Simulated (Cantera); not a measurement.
Input (Python, Cantera) and output of one run.

```python
import numpy as np
import cantera as ct

gas_names = """
    CL CL2 H HCL H2 Si SiCL SiCL2 SiCL3 SiCL4 SiH SiHCL3 SiH2 SiH2CL2 SiH3 SiH3CL SiH4 Si2 Si3
""".split()
cond_names = """
    Si(cr) Si(L)
""".split()


def load(file, names, dense=False):
    # The tables refer to 1 bar. Condensed volumes are neglected.
    table = {s.name: s for s in ct.Species.list_from_file(file)}
    out = []
    for n in names:
        d = dict(table[n].input_data)
        d["thermo"] = dict(d["thermo"], **{"reference-pressure": 1e5})
        if dense:
            d["equation-of-state"] = {"model": "constant-volume", "density": "1e6 g/cm^3"}
        out.append(ct.Species.from_dict(d))
    return out


gas = ct.Solution(thermo="ideal-gas", species=load("nasa_gas.yaml", gas_names))
cond = {s.name: ct.Solution(thermo="fixed-stoichiometry", species=[s], name=s.name)
        for s in load("nasa_condensed.yaml", cond_names, dense=True)}
atoms = {
    'Si': {'Si': 1},
    'HCl': {'H': 1, 'CL': 1},
    'H2': {'H': 2},
}
top_T = {}  # K; cautious upper limits of use, not melting points


def equilibrate(T, P, feed):
    n = {}
    for name, mol in feed.items():
        for a, k in atoms[name].items():
            n[a] = n.get(a, 0.0) + k * mol
    gas.TPX = T, P, n
    mass = sum(n.values()) * gas.mean_molecular_weight
    gas.equilibrate("TP")
    valid = [c for c in cond.values() if c.min_temp <= T <= top_T.get(c.name, c.max_temp)]
    mix = ct.Mixture([(gas, mass / gas.mean_molecular_weight)] + [(c, 0.0) for c in valid])
    mix.T, mix.P = T, P
    mix.equilibrate("TP", solver="vcs", rtol=1e-11, max_steps=5000)
    return mix


results = []
feed = {'Si': 1, 'HCl': 0.84, 'H2': 8.8}  # mol
P = 400000  # Pa
for T in [600, 700, 800, 900, 1000, 1100, 1200, 1300, 1400, 1500, 1600, 1700]:
    mix = equilibrate(T, P, feed)
    results.append((T, P, feed, dict(zip(mix.species_names, mix.species_moles))))

top = {s: max(r[3][s] / sum(r[3][g] for g in gas_names) for r in results) for s in gas_names}
cols = sorted((s for s in top if top[s] > 1e-05), key=lambda s: -top[s])[:5]
seen = [c for c in cond_names if any(r[3].get(c, 0) > 1e-12 for r in results)]
print("log10 of partial pressures in bar; condensed amounts in mol")
print(f"{'T/K':>10s}" + "".join(f"{s[:9]:>10s}" for s in cols + seen))
for T, P, feed, n in results:
    ng = sum(n[g] for g in gas_names)
    print(f"{T:10.4g}" + "".join(f"{np.log10(max(n[s] / ng * P / 1e5, 1e-99)):10.3f}" for s in cols)
          + "".join(f"{n.get(c, 0):10.4g}" for c in seen))
```

Output:

```
log10 of partial pressures in bar; condensed amounts in mol
       T/K        H2       HCL    SiHCL3     SiCL2     SiCL4    Si(cr)     Si(L)
       600     0.590    -4.216    -1.183    -9.377    -1.428    0.7446         0
       700     0.590    -3.319    -1.198    -7.374    -1.417    0.7447         0
       800     0.590    -2.650    -1.213    -5.880    -1.409    0.7458         0
       900     0.589    -2.135    -1.230    -4.726    -1.408    0.7493         0
      1000     0.589    -1.728    -1.255    -3.814    -1.419    0.7569         0
      1100     0.587    -1.403    -1.294    -3.084    -1.453    0.7705         0
      1200     0.584    -1.145    -1.360    -2.501    -1.523    0.7902         0
      1300     0.581    -0.946    -1.469    -2.046    -1.654    0.8134         0
      1400     0.577    -0.803    -1.645    -1.713    -1.875    0.8348         0
      1500     0.573    -0.715    -1.902    -1.497    -2.206    0.8495         0
      1600     0.571    -0.670    -2.224    -1.375    -2.625    0.8565         0
      1700     0.570    -0.649    -2.572    -1.315    -3.079         0    0.8598
```

Cantera equilibrium calculation (NASA polynomials, part measured and part estimated; ideal gas, pure solids and liquids). The tables' values for SiCl3 are old estimates; treat these amounts as uncertain. Gases not in the tables: Si2H6 and higher silanes.
